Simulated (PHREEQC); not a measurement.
# Nickel, zinc or cadmium bath: an equilibrium model

A solution holds 21 mmol/kgw CdCl2, 0.54 mmol/kgw Na2SO4 and 3.1 mmol/kgw H2SO4, at 25 °C. Closed to the air; pH follows from the charge balance.

The numbers come from PHREEQC with the ion-association model, wateq4f.dat.

```
Property                  Result
----------------  --------------
pH                          2.31
ionic strength    0.0442 mol/kgw
total alkalinity    -6.20 meq/kg
```

| species | molality | activity | log γ |
|---|---|---|---|
| Cl- | 0.0294 | 0.0241 | -0.086 |
| CdCl+ | 0.0108 | 0.00893 | -0.082 |
| Cd+2 | 0.00824 | 0.00387 | -0.327 |
| H+ | 0.00566 | 0.00486 | -0.066 |
| SO4-2 | 0.00199 | 0.000952 | -0.321 |
| Na+ | 0.00108 | 0.000893 | -0.081 |

No solid was allowed to form. Complexes and solids missing from the database can't appear.
